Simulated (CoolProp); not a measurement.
A Linde-Hampson liquefier for ethane: isothermal reversible compression at 320 K from 1 atm to 25 MPa, throttling to 1 atm, return gas leaving the recuperator 10 K below the feed. Each further row changes one setting.

Model: reference Helmholtz-energy equation of state, Bücker 2006, in CoolProp.

```tsv
case	liquid yield per pass	compression work (kJ/kg of gas)
as stated	0.453	378
high pressure 50 MPa	0.436	436
warm-end temperature 350 K	0.374	443
warm-end gap 15 K	0.446	378
```
